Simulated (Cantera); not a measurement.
Input: 1 mol CaCO3, 5.9 mol CO2, 0.027 mol H2, 0.63 mol C, held at 500 °C and 0.100 bar.

Method: chemical equilibrium by Gibbs-energy minimisation in Cantera with the NASA 1993 tables (ideal gas, pure condensed phases). Candidate condensed phases: C, C6H6, C7H8, C8H18, Ca, CaCO3, CaO, Ca(OH)2, H2O; 115 gas species. Equilibrium is a limit: real reactors are often held back by kinetics, nucleation or transport.

Base state: CO2 0.813, CO 0.183, H2 0.00222, H2O 0.00192 (mole fractions); condensed: C(graphite) + CaCO3(calcite).

Problem. What changes in the equilibrium state with this change: temperature from 500 °C to 1850 °C?

Solution. 
```csv
species,before,after
CO2,0.813,0.818
CO,0.183,0.175
H2O,0.00192,0.00317
O2,<1e-9,0.00264
OH,<1e-9,0.000383
O,<1e-9,0.000265
H,<1e-9,0.000132
"C(graphite), mol",0.0402,0
"CaCO3(calcite), mol",1.00,0
"CaO(s), mol",0,1.000
```
